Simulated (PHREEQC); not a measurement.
Solution (60 °C): 0.013 mol/kgw HF, 0.1 mol/kgw (NH4)2SiF6, 0.057 mol/kgw H3PO4 and 0.0096 mol/kgw HCl. Closed to the air; pH follows from the charge balance.

The numbers come from PHREEQC with the ion-association model, phreeqc.dat.

Task: The ionic strength comes out as 0.323 mol/kgw. What activity coefficients do HF2-, Cl-, F-, SiF6-2, H2PO4- get?

Result: HF2- 0.72, Cl- 0.66, F- 0.65, SiF6-2 0.23, H2PO4- 0.70.

This is a speciation only: nothing precipitates in the calculation. Saturation is exceeded, for instance for Quartz (slow to form), Chalcedony (slow to form); the values hold only as long as no solid forms. Species that the database lacks are ignored. Away from 25 °C the constants follow the database's enthalpies or fits; those with neither stay at their 25 °C values. SiF6-2 is the database's only silicon fluoride.
